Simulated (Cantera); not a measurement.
A perfectly stirred reactor is fed with 21.7 % NH3, 78.3 % H2, at 435 Torr; it is held at 1925 K, and followed from long to short residence time.

Cantera simulation using the gas-phase N/H chemistry of the illustrative SiF4/NH3 mechanism in the Surface Chemkin manual (1991); the numbers are that mechanism's predictions, not measurements. Walls and surfaces, which speed up NH3 decomposition in real reactors, are not modelled.

One state of this run: x NH3 = 0.142; x H2 = 0.827; x N2 = 0.0310; x N2H4 = 2.58e-8; x N = 3.49e-7. x: mole fraction; the columns are a selection and need not sum to one.

### Question
Which value of τ (s) does it belong to?
(A) 0.0054
(B) 0.099
(C) 0.42
(D) 0.023

### Answer
B, 0.099
